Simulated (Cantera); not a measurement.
Input: 1 mol Si, 1.5 mol NF₃, a varied amount of H₂, equilibrated at 675 °C and 87.0 Pa.

Method: chemical equilibrium by Gibbs-energy minimisation in Cantera with the NASA 1993 tables (ideal gas, pure condensed phases). Candidate condensed phases: Si, Si₃N₄; 37 gas species. The numbers say what is thermodynamically allowed, not how fast it happens.

Question: At 0.88 mol H₂, list the 4 most abundant gas species with their mole fractions, and the condensed phases.

Answer: SiF₄ 0.347, N₂ 0.260, H₂ 0.219, HF 0.174. Condensed: gas only.
